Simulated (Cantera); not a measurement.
A closed system holds: 1 mol PbO, 0.021 mol O2, 1 mol H2, 0.12 mol CO, equilibrated at 773.15 K and 0.0133 bar.

Cantera equilibrium calculation (NASA polynomials, part measured and part estimated; ideal gas, pure solids and liquids). Candidate condensed phases: C, C6H6, C7H8, C8H18, H2O, Pb, PbO, PbO2, Pb3O4; 113 gas species. The numbers say what is thermodynamically allowed, not how fast it happens.

Base state: H2O 0.825, CO2 0.105, H2 0.0679, CO 0.00170 (mole fractions); condensed: Pb(l).

Task: What changes in the equilibrium state with this change: temperature from 773.15 K to 998.15 K?

Result: 
```json
[
 {"species": "H2O", "before": "0.825", "after": "0.828"},
 {"species": "CO2", "before": "0.105", "after": "0.102"},
 {"species": "H2", "before": "0.0679", "after": "0.0641"},
 {"species": "CO", "before": "0.00170", "after": "0.00544"},
 {"species": "Pb", "before": "1.74e-6", "after": "0.00117"},
 {"species": "Pb(l), mol", "before": "1.000", "after": "0.999"}
]
```

Task: What changes in the equilibrium state with this change: temperature from 773.15 K to 1548.15 K?

Result: 
```tsv
species	before	after
Pb	1.74e-6	0.468
H2O	0.825	0.441
CO2	0.105	0.0473
H2	0.0679	0.0310
PbO	<1e-9	0.00347
H	<1e-9	4.70e-5
Pb2	<1e-9	4.28e-5
OH	<1e-9	2.24e-5
CO	0.00170	0.00928
Pb(l), mol	1.000	0
```
